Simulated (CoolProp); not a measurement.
Vapour-liquid equilibrium of diethyl ether (1) + methanol (2) at 15.45 °C; x and y are mole fractions of (1).

Computed with CoolProp (multi-fluid Helmholtz-energy mixture model, Thol 2014 and de Reuck 1993; pair parameters Bell 2016).

```json
[
 {"x": "0.05", "bubble pressure (kPa)": "18.02", "y at the bubble point": "0.458", "dew pressure at overall composition x (kPa)": "10.66", "liquid density (mol/L)": "23.28"},
 {"x": "0.15", "bubble pressure (kPa)": "[?]", "y at the bubble point": "0.683", "dew pressure at overall composition x (kPa)": "11.86", "liquid density (mol/L)": "20.63"},
 {"x": "0.25", "bubble pressure (kPa)": "35.28", "y at the bubble point": "0.753", "dew pressure at overall composition x (kPa)": "13.34", "liquid density (mol/L)": "18.45"},
 {"x": "0.35", "bubble pressure (kPa)": "39.01", "y at the bubble point": "0.786", "dew pressure at overall composition x (kPa)": "15.25", "liquid density (mol/L)": "16.62"},
 {"x": "0.45", "bubble pressure (kPa)": "41.34", "y at the bubble point": "0.807", "dew pressure at overall composition x (kPa)": "17.79", "liquid density (mol/L)": "15.07"},
 {"x": "0.55", "bubble pressure (kPa)": "43.05", "y at the bubble point": "0.823", "dew pressure at overall composition x (kPa)": "21.33", "liquid density (mol/L)": "[?]"},
 {"x": "0.65", "bubble pressure (kPa)": "44.57", "y at the bubble point": "[?]", "dew pressure at overall composition x (kPa)": "26.57", "liquid density (mol/L)": "12.61"},
 {"x": "0.75", "bubble pressure (kPa)": "46.07", "y at the bubble point": "[?]", "dew pressure at overall composition x (kPa)": "34.93", "liquid density (mol/L)": "11.63"},
 {"x": "0.85", "bubble pressure (kPa)": "47.53", "y at the bubble point": "0.902", "dew pressure at overall composition x (kPa)": "45.15", "liquid density (mol/L)": "10.78"},
 {"x": "0.95", "bubble pressure (kPa)": "48.66", "y at the bubble point": "0.958", "dew pressure at overall composition x (kPa)": "48.56", "liquid density (mol/L)": "10.03"}
]
```

**Question.** What belongs in the gaps?

**Answer.** 
- 0.15, bubble pressure (kPa): 28.90
- 0.55, liquid density (mol/L): 13.75
- 0.65, y at the bubble point: 0.842
- 0.75, y at the bubble point: 0.866

No azeotrope shows between x = 0.05 and 0.95.

Pair parameters are fitted to limited data, so mixtures are less certain than the pure fluids. With so large a gap from Raoult's law the liquid may split in two, which this calculation doesn't test in full.
